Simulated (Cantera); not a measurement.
Adiabatic ignition

An adiabatic, constant-pressure homogeneous reactor starts with 12.1 % CO, 0.667 % H2, 11.0 % O2, 76.2 % N2, equivalence ratio 0.58, at 1398 K and 500000 Pa.

Cantera simulation using GRI-Mech 3.0 (53 species, 325 reactions); the numbers are that mechanism's predictions, not measurements. The hydrogen kinetics of GRI-Mech 3.0 are dated; newer H2 mechanisms differ, most at raised pressure.

```tsv
t (s)	T (K)	x CO	x H2	x O2	x NO	x O
1.00e-6	1398	0.121	0.00667	0.110	<1e-12	4.90e-8
2.89e-6	1398	0.121	0.00667	0.110	<1e-12	2.12e-7
8.38e-6	1398	0.121	0.00666	0.110	<1e-12	5.15e-6
2.42e-5	1469	0.112	0.00146	0.101	4.36e-7	0.00411
7.02e-5	1931	0.0472	0.000322	0.0660	3.32e-5	0.0111
0.000203	2218	0.0176	0.000150	0.0556	0.000167	0.00345
0.000588	2312	0.00715	6.20e-5	0.0517	0.000398	0.00120
0.00170	2339	0.00396	3.58e-5	0.0503	0.000759	0.000662
0.00492	2339	0.00373	3.41e-5	0.0499	0.00156	0.000623
0.0143	2335	0.00369	3.38e-5	0.0489	0.00343	0.000604
0.0412	2329	0.00361	3.33e-5	0.0475	0.00630	0.000575
0.119	2326	0.00358	3.30e-5	0.0467	0.00784	0.000561
0.346	2326	0.00357	3.30e-5	0.0466	0.00793	0.000560
1.00	2326	0.00357	3.30e-5	0.0466	0.00793	0.000560
```
x: mole fraction; the columns are a selection and need not sum to one.

| Property | Result |
|---|---|
| time of steepest temperature rise | 24.2 µs |
| temperature at 1.00 s | 2326 K |
| equilibrium temperature | 2326 K |
| x(CO) at 1.00 s | 0.00357 (gas-phase equilibrium 0.00357) |
| x(H2) at 1.00 s | 3.30e-5 (gas-phase equilibrium 3.30e-5) |
| x(O2) at 1.00 s | 0.0466 (gas-phase equilibrium 0.0466) |
